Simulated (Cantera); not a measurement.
## CHF₃ + CH₄ (fluorocarbon and chlorocarbon gases)

A closed system holds: 1 mol CHF₃, 0.084 mol CH₄, equilibrated at 3025 K and 1.60e-5 bar.

These are equilibrium values from Cantera (NASA tables, ideal gas, pure condensed phases), not measurements of a reactor. Candidate condensed phases: C, C₆H₆, C₇H₈, C₈H₁₈; 95 gas species. Equilibrium is a limit: real reactors are often held back by kinetics, nucleation or transport.

| Quantity | Value |
|---|---|
| x(F) | 0.553 |
| x(H) | 0.241 |
| x(C) | 0.184 |
| x(HF) | 0.0113 |
| x(C₂) | 0.00544 |
| x(CF) | 0.00308 |
| x(C₃) | 0.00244 |
| x(H₂) | 3.21e-5 |
| x(C₂H) | 6.02e-6 |
| gas amount | 5.289 mol |
| log10 activity of C(graphite) (absent) | -1.34 |
